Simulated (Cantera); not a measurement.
Input: 1 mol CuF2, 0.017 mol HF, 3.5 mol N2, equilibrated at 1.00 Torr.

Equilibrium computed with Cantera from the NASA thermochemical tables; the gas is ideal and each condensed phase is pure. Candidate condensed phases: Cu, CuF2; 25 gas species. Rates play no part.

Which condensed phases are stable at each of these points (T (K)): 925, 1000, 1075, 1150, 1225, 1300, 1375?


```json
[
 {"T (K)": "925", "condensed phases": "CuF2(s)", "Cu condensed (%)": "99.7"},
 {"T (K)": "1000", "condensed phases": "CuF2(s)", "Cu condensed (%)": "96.8"},
 {"T (K)": "1075", "condensed phases": "CuF2(s)", "Cu condensed (%)": "71.7"},
 {"T (K)": "1150", "condensed phases": "gas only", "Cu condensed (%)": "0.0"},
 {"T (K)": "1225", "condensed phases": "gas only", "Cu condensed (%)": "0.0"},
 {"T (K)": "1300", "condensed phases": "gas only", "Cu condensed (%)": "0.0"},
 {"T (K)": "1375", "condensed phases": "gas only", "Cu condensed (%)": "0.0"}
]
```

From 925 K to 1075 K the condensed part is CuF2(s). From 1150 K to 1375 K nothing is condensed.
